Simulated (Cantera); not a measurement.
Input: 1 mol Fe, 0.012 mol SO2, 3 mol CO, at 0.180 Torr.

Equilibrium computed with Cantera from the NASA thermochemical tables; the gas is ideal and each condensed phase is pure. Candidate condensed phases: C, Fe, Fe(CO)5, FeO, FeS, FeSO4, FeS2, Fe2O3, Fe2(SO4)3, Fe3O4, S; 25 gas species. The numbers say what is thermodynamically allowed, not how fast it happens.

What share of the Fe ends up in condensed phases as a function of T (K), at 1525, 1575, 1625, 1675, 1725, 1775, 1825, 1875?


| T (K) | Fe condensed (%) | as |
|---|---|---|
| 1525 | 99.7 | Fe(γ) |
| 1575 | 99.1 | Fe(γ) |
| 1625 | 97.8 | Fe(γ) |
| 1675 | 94.7 | Fe(δ) |
| 1725 | 87.7 | Fe(δ) |
| 1775 | 72.1 | Fe(δ) |
| 1825 | 36.4 | Fe(l) |
| 1875 | 0.0 | - |
